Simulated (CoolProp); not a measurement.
Values from CoolProp's reference Helmholtz-energy equation of state, Lemmon 2016.

### Question
For R227EA, give the phase and the cp (kJ/(kg K)), Prandtl number at 417.7 K and 0.247 MPa.

### Answer
- 417.7 K and 0.247 MPa: gas; cp 0.978, Prandtl number 0.698

Viscosity comes from a separate model (Huber 2003), an estimate that may be off by 10 % or more. Thermal conductivity comes from a separate model (Huber 2003), an estimate that may be off by 10 % or more.
